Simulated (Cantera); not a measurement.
Charge: 1 mol SiCl4, 250 mol H2, equilibrated at 2125 °C and 10.0 Torr.

These are equilibrium values from Cantera (NASA tables, ideal gas, pure condensed phases), not measurements of a reactor. The tables' values for SiCl are old estimates; treat these amounts as uncertain. Gases not in the tables: Si2H6 and higher silanes. Rates play no part.

```csv
species,before,after
H2,0.855,0.988
HCl,0.0133,0.0105
SiCl4,<1e-9,0.000782
H,0.126,1.95e-8
Si,0.00352,<1e-9
Cl,0.00141,<1e-9
SiHCl3,<1e-9,0.000517
SiH,0.000117,<1e-9
SiCl3,<1e-9,7.84e-5
SiH2Cl2,<1e-9,3.69e-5
SiCl,3.51e-5,<1e-9
"Si(s), mol",0,0.596
```
Gas species are given as mole fractions.

Question: Name the change that produced these shifts.
A. H2 from 250 to 3.5 mol
B. H2 from 250 to 8 mol
C. temperature from 2125 °C to 1752 °C
D. temperature from 2125 °C to 727 °C

Answer: D, temperature from 2125 °C to 727 °C. The tables' values for SiCl3 are old estimates; treat these amounts as uncertain
